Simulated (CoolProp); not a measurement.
Computed with CoolProp (reference Helmholtz-energy equation of state, Lemmon 2006). It is a short technical equation, of lower accuracy than the large ones.

For nitrous oxide, give the phase and the speed of sound (m/s) at 82.15 °C and 0.473 MPa; 154.55 °C and 0.473 MPa.


- 82.15 °C and 0.473 MPa: gas; speed of sound 288
- 154.55 °C and 0.473 MPa: gas; speed of sound 315
